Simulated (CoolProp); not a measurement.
n-perfluorohexane along the isotherm 450 K: fugacity coefficient from the reference equation and from simpler models built on Tc = 448.0 K, pc = 17.42 bar, ω = 0.497; each cubic takes its own stable root.

The numbers come from the reference Helmholtz-energy equation of state, Gao 2022 in CoolProp.

```
p (bar)          phase  reference
-------  -------------  ---------
10.9               gas     0.7890
21.8     supercritical     0.5543
32.7     supercritical     0.4064
43.5     supercritical     0.3333
54.4     supercritical     0.2900
65.3     supercritical     0.2622
76.2     supercritical     0.2434
87.1     supercritical     0.2303
98       supercritical     0.2212
109      supercritical     0.2148
120      supercritical     0.2105
131      supercritical     0.2078
142      supercritical     0.2065
152      supercritical     0.2063
163      supercritical     0.2070
174      supercritical     0.2085
```

Question: How far does each simpler model (van der Waals, Redlich-Kwong, Soave-Redlich-Kwong, Peng-Robinson) lie from the reference over these 16 states: mean and median of the absolute difference, and the worst?

Answer: 
- van der Waals: mean 41.3 %, median 41.0 %, worst +79.5 % at 450 K and 174 bar
- Redlich-Kwong: mean 13.2 %, median 14.4 %, worst +21.4 % at 450 K and 174 bar
- Soave-Redlich-Kwong: mean 14.0 %, median 15.2 %, worst +22.4 % at 450 K and 174 bar
- Peng-Robinson: mean 3.0 %, median 3.6 %, worst +3.8 % at 450 K and 120 bar
